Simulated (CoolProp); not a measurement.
Properties of n-perfluorohexane along the isotherm 450 K (Tc = 448.0 K, pc = 1.742 MPa, ω = 0.497).

Computed with CoolProp (reference Helmholtz-energy equation of state, Gao 2022).

```json
[
 {"p (MPa)": "0.109", "phase": "gas", "Z": "0.9781", "cp (kJ/(kg K))": "1.012", "speed of sound (m/s)": "104.3", "isothermal compressibility (1/MPa)": "9.383", "expansivity (1/kK)": "2.404", "fugacity coefficient": "0.9785"},
 {"p (MPa)": "0.218", "phase": "gas", "Z": "0.9555", "cp (kJ/(kg K))": "1.017", "speed of sound (m/s)": "102.0", "isothermal compressibility (1/MPa)": "4.808", "expansivity (1/kK)": "2.610", "fugacity coefficient": "0.9571"},
 {"p (MPa)": "0.327", "phase": "gas", "Z": "0.9320", "cp (kJ/(kg K))": "1.022", "speed of sound (m/s)": "99.59", "isothermal compressibility (1/MPa)": "3.293", "expansivity (1/kK)": "2.847", "fugacity coefficient": "0.9358"},
 {"p (MPa)": "0.435", "phase": "gas", "Z": "0.9079", "cp (kJ/(kg K))": "1.029", "speed of sound (m/s)": "97.08", "isothermal compressibility (1/MPa)": "2.549", "expansivity (1/kK)": "3.118", "fugacity coefficient": "0.9149"},
 {"p (MPa)": "0.544", "phase": "gas", "Z": "0.8826", "cp (kJ/(kg K))": "1.037", "speed of sound (m/s)": "94.41", "isothermal compressibility (1/MPa)": "2.107", "expansivity (1/kK)": "3.439", "fugacity coefficient": "0.8938"},
 {"p (MPa)": "0.653", "phase": "gas", "Z": "0.8562", "cp (kJ/(kg K))": "1.046", "speed of sound (m/s)": "91.58", "isothermal compressibility (1/MPa)": "1.822", "expansivity (1/kK)": "3.821", "fugacity coefficient": "0.8728"},
 {"p (MPa)": "0.762", "phase": "gas", "Z": "0.8284", "cp (kJ/(kg K))": "1.057", "speed of sound (m/s)": "88.57", "isothermal compressibility (1/MPa)": "1.628", "expansivity (1/kK)": "4.281", "fugacity coefficient": "0.8519"},
 {"p (MPa)": "0.871", "phase": "gas", "Z": "0.7991", "cp (kJ/(kg K))": "1.071", "speed of sound (m/s)": "85.36", "isothermal compressibility (1/MPa)": "1.494", "expansivity (1/kK)": "4.849", "fugacity coefficient": "0.8310"}
]
```
